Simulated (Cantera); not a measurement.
# Pyrogenic steam for wet oxidation

An isothermal, constant-pressure homogeneous reactor starts with 38.8 % H2, 27.7 % O2, 33.2 % N2, 0.305 % H2O, equivalence ratio 0.70, at 1050 K and 0.940 bar.

Model: the H2/O2 subset of GRI-Mech 3.0, which has no nitrogen chemistry, integrated in Cantera. The temperature is held fixed by assumption; the heat of reaction is taken as removed at once.

```csv
t (s),x H2,x O2,x HO2,x OH,x O,x H2O,x H
9.00e-6,0.388,0.277,5.16e-9,2.70e-10,7.00e-10,0.00305,4.59e-9
3.85e-5,0.388,0.277,1.10e-6,6.80e-8,1.78e-7,0.00305,1.12e-6
0.000165,0.104,0.149,0.000340,9.15e-5,7.47e-5,0.355,0.000218
0.000707,0.100,0.148,0.000142,1.04e-6,9.80e-7,0.360,2.96e-6
0.00303,0.0945,0.145,0.000177,2.10e-6,1.74e-6,0.367,5.21e-6
0.0130,0.0635,0.131,0.000162,2.49e-6,1.77e-6,0.405,4.27e-6
0.0555,0.0139,0.109,7.80e-5,1.94e-6,8.78e-7,0.467,8.67e-7
0.238,0.000748,0.103,9.95e-6,5.04e-7,3.72e-8,0.484,1.39e-8
1.02,5.21e-5,0.103,1.13e-6,1.32e-7,9.71e-10,0.485,3.14e-10
4.36,2.46e-7,0.103,1.80e-8,1.45e-7,2.29e-11,0.485,2.37e-12
18.7,5.67e-10,0.103,2.54e-9,5.47e-7,2.23e-10,0.485,<1e-12
80.0,5.67e-10,0.103,2.54e-9,5.47e-7,2.23e-10,0.485,<1e-12
```
x: mole fraction; the columns are a selection and need not sum to one.

Equilibrium at this temperature and pressure: H2 5.67e-10, O2 0.103, HO2 2.54e-9, OH 5.47e-7, O 2.23e-10, H2O 0.485, H <1e-12 (gas phase only).
